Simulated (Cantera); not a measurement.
A closed system holds: 1 mol CaCO₃, 0.035 mol H₂, equilibrated at 1102 °C and 0.000150 bar.

Cantera equilibrium calculation (NASA polynomials, part measured and part estimated; ideal gas, pure solids and liquids). Candidate condensed phases: C, C₆H₆, C₇H₈, C₈H₁₈, Ca, CaCO₃, CaO, Ca(OH)₂, H₂O; 115 gas species. Equilibrium is a limit: real reactors are often held back by kinetics, nucleation or transport.

Base state: CO₂ 0.933, CO 0.0332, H₂O 0.0332, H₂ 0.000573 (mole fractions); condensed: CaO(s).

Question: What changes in the equilibrium state with this change: temperature from 1102 °C to 477 °C?

Answer: 
```
species                before   after
-------------------  --------  ------
CO₂                     0.933   0.365
H₂                   0.000573   0.347
H₂O                    0.0332   0.144
CO                     0.0332   0.144
CaO(s), mol              1.00  0.0362
CaCO₃(calcite), mol         0   0.964
```
